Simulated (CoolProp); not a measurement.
Saturated liquid density (kg/m³) of n-undecane: the reference equation beside estimates from Tc = 638.8 K, pc = 1.990 MPa, ω = 0.539. Rackett uses Z = 0.29056 − 0.08775 ω.

Values from CoolProp's reference Helmholtz-energy equation of state, Aleksandrov 2011. It is a short technical equation, of lower accuracy than the large ones.

| T (K) | reference | Rackett | Redlich-Kwong |
|---|---|---|---|
| 448.1 | 617.9 | 655.1 | 484.0 |
| 459.5 | 607.8 | 643.7 | 474.5 |
| 470.8 | 597.6 | 632.2 | 464.8 |
| 482.2 | 587.0 | 620.2 | 454.6 |
| 493.6 | 576.1 | 607.7 | 443.9 |
| 504.9 | 564.8 | 595.0 | 432.8 |
| 516.3 | 552.9 | 581.7 | 421.1 |
| 527.6 | 540.6 | 567.8 | 408.9 |
| 539 | 527.5 | 553.2 | 396.0 |
| 550.3 | 513.7 | 537.9 | 382.3 |
| 561.7 | 498.8 | 521.4 | 367.7 |

Absolute difference from the reference over all 11 rows, mean and median: Rackett 5.3 and 5.3 %, Redlich-Kwong 23.6 and 23.4 %.
